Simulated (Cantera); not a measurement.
Gas-phase reforming

An isothermal, constant-pressure homogeneous reactor starts with 31.6 % CH₄, 38.0 % CO₂, 30.4 % H₂, at 1375 K and 2900000 Pa.

Model: GRI-Mech 3.0 (53 species, 325 reactions), integrated in Cantera. The pressure lies above the range GRI-Mech 3.0 was tuned for (to about 10 atm).

| t (s) | x CH₄ | x CO₂ | x H₂ | x C₂H₆ | x CH₂O | x CO |
|---|---|---|---|---|---|---|
| 0.000300 | 0.316 | 0.380 | 0.304 | 1.01e-5 | 1.05e-8 | 6.93e-5 |
| 0.000663 | 0.316 | 0.380 | 0.304 | 2.29e-5 | 2.08e-8 | 0.000163 |
| 0.00147 | 0.316 | 0.379 | 0.303 | 4.68e-5 | 3.39e-8 | 0.000374 |
| 0.00324 | 0.316 | 0.379 | 0.303 | 8.38e-5 | 4.49e-8 | 0.000858 |
| 0.00717 | 0.316 | 0.378 | 0.302 | 0.000126 | 5.40e-8 | 0.00197 |
| 0.0158 | 0.315 | 0.375 | 0.300 | 0.000170 | 6.74e-8 | 0.00452 |
| 0.0350 | 0.314 | 0.369 | 0.295 | 0.000243 | 9.54e-8 | 0.0103 |
| 0.0775 | 0.312 | 0.355 | 0.284 | 0.000366 | 1.55e-7 | 0.0236 |
| 0.171 | 0.308 | 0.326 | 0.258 | 0.000526 | 2.69e-7 | 0.0522 |
| 0.379 | 0.303 | 0.274 | 0.210 | 0.000689 | 4.31e-7 | 0.104 |
| 0.837 | 0.292 | 0.209 | 0.156 | 0.000893 | 5.90e-7 | 0.167 |
| 1.85 | 0.278 | 0.169 | 0.131 | 0.00111 | 6.93e-7 | 0.204 |
| 4.09 | 0.273 | 0.162 | 0.131 | 0.00112 | 7.10e-7 | 0.212 |
| 9.05 | 0.270 | 0.158 | 0.136 | 0.00105 | 7.13e-7 | 0.218 |
| 20.0 | 0.264 | 0.150 | 0.148 | 0.000929 | 7.26e-7 | 0.229 |
x: mole fraction; the columns are a selection and need not sum to one.

Equilibrium at this temperature and pressure: CH₄ 0.0222, CO₂ 0.0174, H₂ 0.509, C₂H₆ 1.92e-6, CH₂O 2.73e-6, CO 0.406 (gas phase only).
